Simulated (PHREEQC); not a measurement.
Leach liquor (model solution)

Consider water at 25 °C with 0.024 mol HCl and 0.0024 mol MnSO4 per kg of water. Closed to the air; pH follows from the charge balance.

The numbers come from PHREEQC with the ion-association model, phreeqc.dat.

This is a speciation only: nothing precipitates in the calculation.

**Question.** Predict the pH, ionic strength.

**Answer.** pH 1.70; ionic strength 0.0304 mol/kgw.

**Question.** In which forms is Mn present?

**Answer.** Mn+2 90 %, MnSO4 4.8 %, MnCl+ 4.7 % of the Mn.
